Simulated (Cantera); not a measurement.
## Ignition delay

Mixture: CH4 : C2H6 : C3H8 : O2 : N2 = 1 : 0.074 : 0.033 : 1.73 : 7.79 (molar parts), equivalence ratio 1.4, at 1.00 bar, adiabatic and at constant pressure. Ignition delay is the time to a rise of 400 K.

Cantera simulation using GRI-Mech 3.0 (53 species, 325 reactions); the numbers are that mechanism's predictions, not measurements.

```csv
T0 (K),delay (ms)
1300,2.54
1400,0.782
1500,0.287
1600,0.125
1700,0.0642
1800,0.0375
```

- apparent activation energy between 1600 and 1800 K: 140 kJ/mol
